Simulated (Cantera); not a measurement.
Feed: 1 mol CO, 0.59 mol O2, a varied amount of H2, equilibrated at 623.15 K and 750 Torr.

Equilibrium computed with Cantera from the NASA thermochemical tables; the gas is ideal and each condensed phase is pure. Candidate condensed phases: C, C6H6, C7H8, C8H18, H2O; 110 gas species. Kinetics and transport are ignored.

x: gas mole fraction; n: condensed amount in mol.

```tsv
n(H2) (mol)	x H2	x CO2	x H2O	x CH4	x CO	x C2H6	x HCOOH	n C(graphite)
0.65	0.0254	0.578	0.362	0.0327	0.00191	4.14e-8	5.53e-9	0.122
1.1	0.0386	0.417	0.468	0.0755	0.00162	1.45e-7	6.06e-9	0.174
1.8	(withheld)	(withheld)	0.527	(withheld)	(withheld)	(withheld)	(withheld)	(withheld)
3.1	(withheld)	(withheld)	0.558	0.246	(withheld)	(withheld)	(withheld)	0
5.2	0.246	0.000957	0.516	0.237	2.16e-5	2.24e-7	8.89e-11	0
8.8	0.592	4.54e-6	0.279	0.128	4.54e-7	2.73e-8	1.01e-12	0
15	0.773	2.71e-7	0.156	0.0714	6.35e-8	6.50e-9	<1e-12	0
25	0.868	3.39e-8	0.0908	0.0417	1.53e-8	1.97e-9	<1e-12	0
42	0.922	5.32e-9	0.0532	0.0244	4.36e-9	6.35e-10	<1e-12	0
71	0.955	9.32e-10	0.0311	0.0143	1.35e-9	2.11e-10	<1e-12	0
```

Q: Fill in the missing entries.

A: 
- 1.8, x H2: 0.0542
- 1.8, x CO2: 0.268
- 1.8, x CH4: 0.149
- 1.8, x CO: 0.00130
- 1.8, x C2H6: 4.03e-7
- 1.8, x HCOOH: 5.48e-9
- 1.8, n C(graphite): 0.143
- 3.1, x H2: 0.0778
- 3.1, x CO2: 0.117
- 3.1, x CO: 0.000770
- 3.1, x C2H6: 7.66e-7
- 3.1, x HCOOH: 3.44e-9
